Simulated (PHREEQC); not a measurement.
0.28 g of hydrous ferric oxide (600 m²/g; 0.2 weak and 0.005 strong sites per Fe, Dzombak-Morel constants, diffuse double layer) in 1 kg of water with 0.05 mol/kgw of an inert sodium salt and 0.2 mmol/kgw ZnCl2, at 25 °C; the pH is set by adding NaOH or the inert anion's acid. Oxygen is held at 0.21 atm. CO2 from the air is kept out. Nothing may precipitate in this run.

Base run: PHREEQC, ion-association model, wateq4f.dat. Each further column changes one thing. The table gives Zn sorbed (%).

```json
[
 {"pH": "4", "base": "0.0", "background salt from 0.05 to 0.005 mol/kgw": "0.0", "oxide from 0.28 to 1.4 g/kgw": "0.2", "0.00011 mol/kgw ZnSO4 added": "0.0"},
 {"pH": "4.5", "base": "0.3", "background salt from 0.05 to 0.005 mol/kgw": "0.2", "oxide from 0.28 to 1.4 g/kgw": "[?]", "0.00011 mol/kgw ZnSO4 added": "0.3"},
 {"pH": "5", "base": "1.6", "background salt from 0.05 to 0.005 mol/kgw": "1.4", "oxide from 0.28 to 1.4 g/kgw": "7.5", "0.00011 mol/kgw ZnSO4 added": "1.8"},
 {"pH": "5.5", "base": "5.5", "background salt from 0.05 to 0.005 mol/kgw": "5.2", "oxide from 0.28 to 1.4 g/kgw": "24.7", "0.00011 mol/kgw ZnSO4 added": "4.7"},
 {"pH": "6", "base": "10.9", "background salt from 0.05 to 0.005 mol/kgw": "[?]", "oxide from 0.28 to 1.4 g/kgw": "45.8", "0.00011 mol/kgw ZnSO4 added": "9.6"},
 {"pH": "6.5", "base": "26.8", "background salt from 0.05 to 0.005 mol/kgw": "26.5", "oxide from 0.28 to 1.4 g/kgw": "74.9", "0.00011 mol/kgw ZnSO4 added": "26.2"},
 {"pH": "7", "base": "58.2", "background salt from 0.05 to 0.005 mol/kgw": "57.9", "oxide from 0.28 to 1.4 g/kgw": "94.8", "0.00011 mol/kgw ZnSO4 added": "52.6"},
 {"pH": "7.5", "base": "84.6", "background salt from 0.05 to 0.005 mol/kgw": "84.8", "oxide from 0.28 to 1.4 g/kgw": "[?]", "0.00011 mol/kgw ZnSO4 added": "[?]"},
 {"pH": "8", "base": "96.4", "background salt from 0.05 to 0.005 mol/kgw": "96.7", "oxide from 0.28 to 1.4 g/kgw": "99.9", "0.00011 mol/kgw ZnSO4 added": "88.0"},
 {"pH": "8.5", "base": "99.1", "background salt from 0.05 to 0.005 mol/kgw": "99.2", "oxide from 0.28 to 1.4 g/kgw": "100.0", "0.00011 mol/kgw ZnSO4 added": "94.1"},
 {"pH": "9", "base": "99.5", "background salt from 0.05 to 0.005 mol/kgw": "99.6", "oxide from 0.28 to 1.4 g/kgw": "100.0", "0.00011 mol/kgw ZnSO4 added": "95.0"},
 {"pH": "9.5", "base": "99.5", "background salt from 0.05 to 0.005 mol/kgw": "99.6", "oxide from 0.28 to 1.4 g/kgw": "100.0", "0.00011 mol/kgw ZnSO4 added": "93.7"},
 {"pH": "10", "base": "99.2", "background salt from 0.05 to 0.005 mol/kgw": "99.5", "oxide from 0.28 to 1.4 g/kgw": "100.0", "0.00011 mol/kgw ZnSO4 added": "91.5"}
]
```

**Question.** Some entries are withheld; supply them.

**Answer.** 
- 4.5, oxide from 0.28 to 1.4 g/kgw: 1.2
- 6, background salt from 0.05 to 0.005 mol/kgw: 10.7
- 7.5, oxide from 0.28 to 1.4 g/kgw: 99.3
- 7.5, 0.00011 mol/kgw ZnSO4 added: 74.4

 In at least one series the solution becomes supersaturated in solids that the run did not let form, among them Zn(OH)2-e.
